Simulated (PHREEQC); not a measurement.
Solution (25 °C): 0.0044 mol NaHCO3, 0.093 mol Na2CO3 and 0.99 mol NaCl per kg of water. Closed to the air; pH follows from the charge balance.

The numbers come from PHREEQC with the ion-association model, wateq4f.dat.

```tsv
quantity	before	after
pH	10.43	10.57
NaCO3- (mol/kgw)	0.0743	0.0705
CO3-2 (mol/kgw)	0.0183	0.0221
HCO3- (mol/kgw)	0.00396	0.00393
NaHCO3 (mol/kgw)	0.000891	0.000891
CO2 (mol/kgw)	1.72e-7	1.34e-7
SI of Natron (Na2CO3:10H2O)	-1.54	-1.25
SI of Halite (NaCl)	-1.91	-1.90
```

### Question
What was changed between the two runs?
A. NaHCO3 replaced by NaHSO4 at the same molality
B. Na2CO3 from 0.093 to 0.0465 mol/kgw
C. Na2CO3 left out
D. NaHCO3 from 0.0044 to 0.00088 mol/kgw
E. temperature from 25 to 20 °C

### Answer
E, temperature from 25 to 20 °C

This is a speciation only: nothing precipitates in the calculation. The ionic strength passes 0.7 mol/kgw, the rough limit of the ion-association models, in every such run.
